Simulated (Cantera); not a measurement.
A perfectly stirred reactor is fed with NO : N2 : H2O = 1 : 2.3 : 0.022 (molar parts), at 0.0592 atm; it is held at 2148 K, and followed from long to short residence time.

Computed with Cantera and GRI-Mech 3.0 (53 species, 325 reactions).

Q: Predict: x(NO) at τ = 14.0 s; x(N2) at τ = 14.0 s; x(O2) at τ = 14.0 s; x(NO2) at τ = 14.0 s; x(N2O) at τ = 14.0 s; x(NO) at τ = 60.0 ms; x(N2) at τ = 60.0 ms; x(O2) at τ = 60.0 ms; x(NO2) at τ = 60.0 ms; x(N2O) at τ = 60.0 ms.

A: x(NO) at τ = 14.0 s: 0.0323
x(N2) at τ = 14.0 s: 0.825
x(O2) at τ = 14.0 s: 0.132
x(NO2) at τ = 14.0 s: 8.60e-6
x(N2O) at τ = 14.0 s: 3.68e-7
x(NO) at τ = 60.0 ms: 0.292
x(N2) at τ = 60.0 ms: 0.696
x(O2) at τ = 60.0 ms: 0.00406
x(NO2) at τ = 60.0 ms: 1.45e-5
x(N2O) at τ = 60.0 ms: 1.89e-5
